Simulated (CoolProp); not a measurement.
A closed Brayton cycle with nitrogen: compressor inlet 321.15 K and 1.1 MPa, high pressure 2.98 MPa, turbine inlet 955 K, compressor efficiency 0.8, turbine efficiency 0.9, recuperator effectiveness 0.9 (on enthalpy, no pinch check). Each further row changes one setting.

Computed with CoolProp (reference Helmholtz-energy equation of state, Span 2000).

```json
[
 {"case": "as stated", "thermal efficiency (%)": "33.7", "net work (kJ/kg)": "87.5", "compressor to turbine work": "0.61", "compressor exit (K)": "453.3", "turbine exit (K)": "757.7"},
 {"case": "turbine inlet 905 K", "thermal efficiency (%)": "31.0", "net work (kJ/kg)": "75.4", "compressor to turbine work": "0.65", "compressor exit (K)": "453.3", "turbine exit (K)": "716.4"},
 {"case": "compressor inlet 331.15 K", "thermal efficiency (%)": "32.2", "net work (kJ/kg)": "83.1", "compressor to turbine work": "0.63", "compressor exit (K)": "467.3", "turbine exit (K)": "757.7"},
 {"case": "high pressure 2.53 MPa", "thermal efficiency (%)": "34.4", "net work (kJ/kg)": "79.8", "compressor to turbine work": "0.59", "compressor exit (K)": "429.0", "turbine exit (K)": "787.2"},
 {"case": "recuperator effectiveness 0.5", "thermal efficiency (%)": "22.4", "net work (kJ/kg)": "87.5", "compressor to turbine work": "0.61", "compressor exit (K)": "453.3", "turbine exit (K)": "757.7"}
]
```
